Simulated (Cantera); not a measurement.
A Cantera script and what it prints.

```python
import numpy as np
import cantera as ct

gas_names = """
    CL CL2 H HCL H2 Si SiCL SiCL2 SiCL3 SiCL4 SiH SiHCL3 SiH2 SiH2CL2 SiH3 SiH3CL SiH4 Si2 Si3
""".split()
cond_names = """
    Si(cr) Si(L)
""".split()


# ... load() reads the species with a 1 bar reference pressure and builds the phases ...
atoms = {
    'SiH2Cl2': {'Si': 1, 'H': 2, 'CL': 2},
    'HCl': {'H': 1, 'CL': 1},
    'H2': {'H': 2},
}
top_T = {}  # K; cautious upper limits of use, not melting points


# ... equilibrate(T, P, feed) seeds the gas with the atoms and calls Mixture.equilibrate('TP', solver="vcs", rtol=1e-11, max_steps=5000) ...
results = []
feed = {'SiH2Cl2': 1, 'HCl': 0.018, 'H2': 55}  # mol
T = 1750  # K
P = 300  # Pa
mix = equilibrate(T, P, feed)
results.append((T, P, feed, dict(zip(mix.species_names, mix.species_moles))))
x = sorted(zip(gas.X, gas.species_names), reverse=True)
print(f"T = {T:g} K  P = {P:g} Pa  gas = {mix.phase_moles(0):.4g} mol")
print("   x: " + "  ".join(f"{s} {v:.3e}" for v, s in x if v > 0.0001))
print("   condensed (mol): " + ("  ".join(f"{mix.phase(i).name} {mix.phase_moles(i):.4g}"
      for i in range(1, mix.n_phases) if mix.phase_moles(i) > 1e-12) or "none"))
```

It prints:

```
T = 1750 K  P = 300 Pa  gas = 57.17 mol
   x: H2 9.629e-01  HCL 2.921e-02  H 4.167e-03  SiCL2 2.943e-03  Si 5.004e-04
   condensed (mol): Si(L) 0.7939
```

Equilibrium computed with Cantera from the NASA thermochemical tables; the gas is ideal and each condensed phase is pure. The tables' values for SiCl are old estimates; treat these amounts as uncertain. Gases not in the tables: Si2H6 and higher silanes.
